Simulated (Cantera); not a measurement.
An adiabatic, constant-volume homogeneous reactor starts with H2 : O2 : N2 : H2O : NO = 1 : 0.333 : 1.25 : 0.11 : 0.078 (molar parts), at 1525 K and 1.00 atm.

Computed with Cantera and GRI-Mech 3.0 (53 species, 325 reactions). Above 3000 K some thermodynamic fits are extrapolated.

One state of this run: T (K) = 1535; P (bar) = 1.02; x H2 = 0.350; x O2 = 0.116; x H2O = 0.0473; x NO = 0.0281; x N2O = 7.47e-6; x H2O2 = 9.38e-7. x: mole fraction; the columns are a selection and need not sum to one.

Task: Which value of t (s) does it belong to?
(A) 0.0213
(B) 0.000447
(C) 4.33e-6
(D) 9.38e-6

Result: D, 9.38e-6
